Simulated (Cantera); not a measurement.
Feed: 1 mol (CH₃)₂SiCl₂, 0.17 mol C₂H₂, 90 mol H₂, equilibrated at 925 K and 6.23 Torr.

Equilibrium computed with Cantera from the NASA thermochemical tables; the gas is ideal and each condensed phase is pure. Candidate condensed phases: C, C₆H₆, C₇H₈, C₈H₁₈, Si, SiC; 109 gas species. The feed counts by its element totals alone. Kinetics and transport are ignored.

Base state: H₂ 0.977, HCl 0.0212, CH₄ 0.00180, SiCl₄ 2.45e-5 (mole fractions); condensed: C(graphite) + SiC(s).

**Question.** What changes in the equilibrium state with this change: temperature from 925 K to 1198 K?

**Answer.** 
| species | before | after |
|---|---|---|
| H₂ | 0.977 | 0.979 |
| HCl | 0.0212 | 0.0212 |
| CH₄ | 0.00180 | 0.000127 |
| SiCl₄ | 2.45e-5 | 5.15e-8 |
| C(graphite), mol | 1.17 | 1.33 |
| SiC(s), mol | 0.997 | 1.000 |

**Question.** What changes in the equilibrium state with this change: pressure from 6.23 Torr to 16.5 Torr?

**Answer.** 
```tsv
species	before	after
H₂	0.977	0.974
HCl	0.0212	0.0211
CH₄	0.00180	0.00474
SiCl₄	2.45e-5	6.39e-5
SiHCl₃	4.11e-6	1.07e-5
C(graphite), mol	1.17	0.903
SiC(s), mol	0.997	0.993
```

**Question.** What changes in the equilibrium state with this change: temperature from 925 K to 1048.15 K?

**Answer.** 
```csv
species,before,after
H₂,0.977,0.978
HCl,0.0212,0.0212
CH₄,0.00180,0.000463
SiCl₄,2.45e-5,1.01e-6
"C(graphite), mol",1.17,1.30
"SiC(s), mol",0.997,1.000
```
